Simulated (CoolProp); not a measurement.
Decamethyltetrasiloxane (MD2M) at several states: Z from the reference equation and from simpler models built on Tc = 599.4 K, pc = 1144 kPa, ω = 0.635; each cubic takes its own stable root.

Model: reference Helmholtz-energy equation of state, Thol 2017, in CoolProp.

| T (K) | p (kPa) | phase | reference |
|---|---|---|---|
| 270.6 | 1560 | liquid | 0.2454 |
| 308.3 | 1620 | liquid | 0.2335 |
| 507.3 | 321 | liquid | 0.03854 |
| 565.6 | 84.5 | gas | 0.9700 |
| 278.8 | 1700 | liquid | 0.2619 |
| 221.1 | 2880 | liquid | 0.5237 |

Q: How far does each simpler model (van der Waals, Redlich-Kwong, Soave-Redlich-Kwong, Peng-Robinson) lie from the reference over these 6 states: mean and median of the absolute difference, and the worst?

A: 
- van der Waals: mean 408.0 %, median 79.9 %, worst +2126.8 % at 507.3 K and 321 kPa
- Redlich-Kwong: mean 353.8 %, median 22.0 %, worst +2033.6 % at 507.3 K and 321 kPa
- Soave-Redlich-Kwong: mean 13.7 %, median 15.6 %, worst +20.3 % at 221.1 K and 2880 kPa
- Peng-Robinson: mean 3.2 %, median 3.1 %, worst +7.6 % at 221.1 K and 2880 kPa

At some of these states van der Waals, Redlich-Kwong gives the other phase, because its saturation line lies elsewhere.
